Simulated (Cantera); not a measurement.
## Silicon oxide and oxynitride deposition: SiF₄ + O₂ + N₂

Charge: 1 mol SiF₄, 4 mol O₂, 2.4 mol N₂, at 850 K and 750 Torr.

Equilibrium computed with Cantera from the NASA thermochemical tables; the gas is ideal and each condensed phase is pure. Candidate condensed phases: Si, SiO₂, Si₂N₂O, Si₃N₄; 28 gas species. Kinetics and transport are ignored.

```
Property                             Result
--------------------------------  ---------
x(O₂)                                 0.541
x(N₂)                                 0.324
x(SiF₄)                               0.135
x(NO)                               4.63e-6
x(NO₂)                              1.37e-6
gas amount                        7.400 mol
log10 activity of Si(s) (absent)     -48.22
```
